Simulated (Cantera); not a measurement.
## Equilibrium for sublimation and decomposition of ceramics: Si3N4 + Si + H2

A closed system holds: 1 mol Si3N4, 0.23 mol Si, 0.8 mol H2, at 1.00 bar.

Method: chemical equilibrium by Gibbs-energy minimisation in Cantera with the NASA 1993 tables (ideal gas, pure condensed phases). Candidate condensed phases: Si, Si3N4; 18 gas species. Mutual solubility and eutectic melting of coexisting phases are not modelled. The tables' values for SiN are old estimates; treat these amounts as uncertain. Gases not in the tables: Si2H6 and higher silanes. Rates play no part.

```tsv
T (K)	log p H2	log p N2	log p Si	log p H	log p SiH	log p Si2	log p SiN	n Si(s)	n Si3N4(s)	n Si(l)
1648	0.00	-3.18	-6.59	-4.05	-6.32	-9.07	-8.32	0.231	1.000	0
1798	0.00	-2.07	-5.51	-3.46	-5.45	-7.73	-6.90	0	0.997	0.240
1948	-0.04	-1.09	-4.63	-2.97	-4.77	-6.67	-5.71	0	0.964	0.336
2098	-0.36	-0.25	-3.88	-2.69	-4.33	-5.77	-4.69	0	0.492	1.75
2248	-0.55	-0.15	-3.24	-2.41	-3.90	-4.99	-4.12	0	0	3.23
2398	-0.55	-0.15	-2.67	-2.08	-3.45	-4.31	-3.67	0	0	3.22
2548	-0.56	-0.15	-2.17	-1.79	-3.06	-3.71	-3.28	0	0	3.20
2698	-0.59	-0.16	-1.73	-1.54	-2.72	-3.19	-2.93	0	0	3.16
2848	-0.62	-0.18	-1.33	-1.33	-2.43	-2.71	-2.62	0	0	3.04
2998	-0.69	-0.22	-0.98	-1.15	-2.18	-2.29	-2.36	0	0	2.78
```
log p: log10 of the partial pressure in bar; n: condensed amount in mol.

At 1648 K the condensed part is Si(s) + Si3N4(s). From 1798 K to 2098 K the condensed part is Si(l) + Si3N4(s). From 2248 K to 2998 K the condensed part is Si(l). The main Si-bearing gas is SiH2 at 1648 K and Si at 2998 K.
